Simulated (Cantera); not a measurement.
Chemical vapour transport: B + HCl

A closed system holds: 1 mol B, 0.77 mol HCl, equilibrated at 1450 K and 0.133 bar.

Equilibrium computed with Cantera from the NASA thermochemical tables; the gas is ideal and each condensed phase is pure. Candidate condensed phases: B; 13 gas species. The tables' values for BCl₂, BCl are old estimates; treat these amounts as uncertain. Gases not in the tables: BHCl₂. Equilibrium is a limit: real reactors are often held back by kinetics, nucleation or transport.

```yaml
x(H₂): 0.398
x(HCl): 0.336
x(BCl₃): 0.265
x(BCl₂): 0.00116
x(BCl): 0.000179
x(H): 1.63e-5
x(Cl): 1.12e-5
x(BH₂): 2.30e-6
n(B(s)): 0.819 mol
gas_amount: 0.6801 mol
```
